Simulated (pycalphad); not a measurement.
CALPHAD calculation (pycalphad, COST 507 light-alloy database (1999)), 1 atm. The data set is of 1999 and partly superseded. Amounts are mole fractions of atoms.

Problem. Give the equilibrium state of Hf-0.03652C (wt.%) at 2300 K.

Solution. bcc, fraction 0.830, with 0.01 C wt.%; hcp, fraction 0.170, with 0.15 C wt.%.
